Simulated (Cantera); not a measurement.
Feed: 1 mol SiCl4, 0.046 mol HCl, 28 mol H2, 0.8 mol Cl2, held at 0.910 bar.

Cantera equilibrium calculation (NASA polynomials, part measured and part estimated; ideal gas, pure solids and liquids). Candidate condensed phases: Si; 19 gas species. The tables' values for SiCl3 are old estimates; treat these amounts as uncertain. The numbers say what is thermodynamically allowed, not how fast it happens. All values below are at 1127 °C.

Base state: H2 0.877, HCl 0.0896, SiCl2 0.0110, SiCl4 0.00963, SiHCl3 0.00668, SiCl3 0.00500, SiH2Cl2 0.000696, SiH3Cl 2.09e-5 (mole fractions); condensed: gas only.

What changes in the equilibrium state with this change: pressure from 0.910 bar to 0.350 bar?


```json
[
 {"species": "H2", "before": "0.877", "after": "0.870"},
 {"species": "HCl", "before": "0.0896", "after": "0.0973"},
 {"species": "SiCl2", "before": "0.0110", "after": "0.0166"},
 {"species": "SiH3Cl", "before": "2.09e-5", "after": "1.09e-5"},
 {"species": "SiH2Cl2", "before": "0.000696", "after": "0.000399"},
 {"species": "SiHCl3", "before": "0.00668", "after": "0.00419"},
 {"species": "SiCl4", "before": "0.00963", "after": "0.00662"},
 {"species": "SiCl3", "before": "0.00500", "after": "0.00508"}
]
```
